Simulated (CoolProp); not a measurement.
Vapour-liquid equilibrium of R125 (1) + propane (2) at 863 kPa; x and y are mole fractions of (1).

Model: multi-fluid Helmholtz-energy mixture model, Lemmon 2005 and Lemmon 2009; pair parameters Bell 2016, in CoolProp.

```csv
x,"bubble temperature, mixture model (K)","bubble temperature, Raoult's law (K)","y, mixture model","y, Raoult's law"
0.05,288.5,293.5,0.161,0.071
0.15,281.5,291.9,0.347,0.203
0.25,278.1,290.4,0.444,0.324
0.35,276.3,289.0,0.504,0.436
0.45,275.3,287.7,0.548,0.540
0.55,274.8,286.4,0.589,0.636
0.65,274.8,285.2,0.634,0.726
0.75,275.2,284.1,0.691,0.811
0.85,276.5,283.0,0.773,0.890
0.95,279.2,281.9,0.904,0.964
```

The largest gap from Raoult's law is -12.7 K in bubble temperature, at x = 0.35. y crosses x between x = 0.55 and 0.65: the model has an azeotrope there.

Pair parameters are fitted to limited data, so mixtures are less certain than the pure fluids.
